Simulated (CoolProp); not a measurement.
Vapour-liquid equilibrium of R134a (1) + R124 (2) at 9.52 bar; x and y are mole fractions of (1).

Computed with CoolProp (multi-fluid Helmholtz-energy mixture model, Tillner-Roth 1994 and de Vries 1995; pair parameters Bell 2016).

Question: Give the bubble temperature and the first vapour's composition at x = 0.05, 0.2, 0.95. Is there an azeotrope?

Answer: x = 0.05: 329.6 K, y = 0.078; x = 0.2: 325.3 K, y = 0.285; x = 0.95: 311.3 K, y = 0.963. No azeotrope shows between x = 0.05 and 0.95.

The pair parameters rest on a limited set of measurements; away from them the model extrapolates.
